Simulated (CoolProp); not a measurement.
Vapour-liquid equilibrium of R125 (1) + R152A (2) at 0.947 MPa; x and y are mole fractions of (1).

Model: multi-fluid Helmholtz-energy mixture model, Lemmon 2005 and Outcalt 1996; pair parameters Bell 2016, in CoolProp.

Q: Give the bubble temperature and the first vapour's composition at x = 0.25, 0.65, 0.75. Is there an azeotrope?

A: x = 0.25: 305.3 K, y = 0.383; x = 0.65: 293.6 K, y = 0.779; x = 0.75: 290.9 K, y = 0.854. No azeotrope shows between x = 0.05 and 0.95.

The pair parameters rest on a limited set of measurements; away from them the model extrapolates.
